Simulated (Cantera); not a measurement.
Input (Python, Cantera):

```python
import numpy as np
import cantera as ct

gas = ct.Solution("gri30.yaml")
gas.TPX = 1275, 2100, {'N2O': 1, 'N2': 0.82}
reactor = ct.IdealGasConstPressureReactor(gas, energy="off", clone=False)
net = ct.ReactorNet([reactor])
net.rtol, net.atol = 1e-08, 1e-18
show = ['N2O', 'N2', 'O', 'NO', 'O2', 'NO2']
times = np.geomspace(0.0003, 6, 13)

steps = ct.SolutionArray(gas, extra=["t"])
rows = []
print(f"{'t/s':>10s}{'T/K':>9s}{'P/Pa':>11s}" + "".join(f"{s:>11s}" for s in show))
for t in times:
    while net.time < t:
        t_next = net.step()
        steps.append(gas.state, t=t_next)
    rows.append([np.interp(t, steps.t, y) for y in (steps.T, steps.P, *steps(*show).X.T)])
    print(f"{t:10.3e}{rows[-1][0]:9.1f}{rows[-1][1]:11.4g}" + "".join(f"{x:11.3e}" for x in rows[-1][2:]))
rate = np.gradient(steps.T, steps.t)
print("integrator steps:", len(steps.t))
if steps.T.max() > steps.T[0] + 200:
    print(f"time of steepest temperature rise: {steps.t[rate.argmax()]:.4e} s")
gas.TPX = 1275, 2100, {'N2O': 1, 'N2': 0.82}
gas.equilibrate("TP")
print(f"equilibrium (TP): T = {gas.T:.1f} K  " + "  ".join(f"{s} {gas[s].X[0]:.3e}" for s in show))
```

It prints:

```
       t/s      T/K       P/Pa        N2O         N2          O         NO         O2        NO2
 3.000e-04   1275.0       2100  5.494e-01  4.506e-01  2.867e-06  3.282e-07  1.033e-06  1.381e-14
 6.848e-04   1275.0       2100  5.494e-01  4.506e-01  4.465e-06  1.319e-06  4.152e-06  2.227e-13
 1.563e-03   1275.0       2100  5.494e-01  4.506e-01  5.354e-06  4.338e-06  1.365e-05  2.404e-12
 3.568e-03   1275.0       2100  5.493e-01  4.506e-01  5.467e-06  1.175e-05  3.698e-05  1.759e-11
 8.143e-03   1275.0       2100  5.492e-01  4.507e-01  5.467e-06  2.874e-05  9.044e-05  1.045e-10
 1.859e-02   1275.0       2100  5.488e-01  4.509e-01  5.467e-06  6.750e-05  2.124e-04  5.678e-10
 4.243e-02   1275.0       2100  5.480e-01  4.514e-01  5.467e-06  1.558e-04  4.904e-04  2.925e-09
 9.684e-02   1275.0       2100  5.461e-01  4.524e-01  5.467e-06  3.569e-04  1.123e-03  1.420e-08
 2.210e-01   1275.0       2100  5.419e-01  4.547e-01  5.467e-06  8.126e-04  2.557e-03  6.254e-08
 5.045e-01   1275.0       2100  5.324e-01  4.600e-01  5.466e-06  1.837e-03  5.781e-03  2.333e-07
 1.152e+00   1275.0       2100  5.114e-01  4.716e-01  5.464e-06  4.093e-03  1.289e-02  7.006e-07
 2.629e+00   1275.0       2100  4.671e-01  4.962e-01  5.460e-06  8.854e-03  2.788e-02  1.774e-06
 6.000e+00   1275.0       2100  3.820e-01  5.433e-01  5.448e-06  1.799e-02  5.669e-02  4.058e-06
integrator steps: 544
equilibrium (TP): T = 1275.0 K  N2O 3.306e-09  N2 7.843e-01  O 3.599e-07  NO 3.406e-04  O2 2.153e-01  NO2 5.997e-07
```

Computed with Cantera and GRI-Mech 3.0 (53 species, 325 reactions). GRI-Mech 3.0 was tuned for natural gas; its chemistry of N2O as a main component is partial and can be far from experiment. Radical loss at walls, strong at low pressure, is not modelled. The mechanism lacks the step 2 NO + O2 → 2 NO2, which can matter for NO2 below about 1400 K. The temperature is held fixed by assumption; the heat of reaction is taken as removed at once.
